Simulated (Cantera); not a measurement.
Iron carbonyl, mercury and lead vapours: PbO + O2 + N2 + H2

A closed system holds: 1 mol PbO, 0.026 mol O2, 30 mol N2, 0.17 mol H2, held at 750 Torr.

Cantera equilibrium calculation (NASA polynomials, part measured and part estimated; ideal gas, pure solids and liquids). Candidate condensed phases: H2O, Pb, PbO, PbO2, Pb3O4; 27 gas species. Each liquid is taken as pure. Mutual solubility and eutectic melting of coexisting phases are not modelled. Kinetics and transport are ignored.

```csv
T (°C),log p N2,log p H2O,log p Pb,log p PbO,n Pb(l),n PbO(yellow),n PbO(l)
750,0.00,-2.25,-4.57,-6.19,0.117,0.882,0
775,0.00,-2.25,-4.35,-5.86,0.117,0.882,0
800,0.00,-2.25,-4.14,-5.54,0.116,0.882,0
825,0.00,-2.25,-3.93,-5.23,0.114,0.882,0
850,0.00,-2.25,-3.74,-4.94,0.112,0.882,0
875,0.00,-2.25,-3.55,-4.66,0.110,0.881,0
900,0.00,-2.25,-3.37,-4.41,0.105,0,0.881
```
log p: log10 of the partial pressure in bar; n: condensed amount in mol.

From 750 °C to 875 °C the condensed part is Pb(l) + PbO(yellow). At 900 °C the condensed part is Pb(l) + PbO(l). The main Pb-bearing gas is Pb throughout.
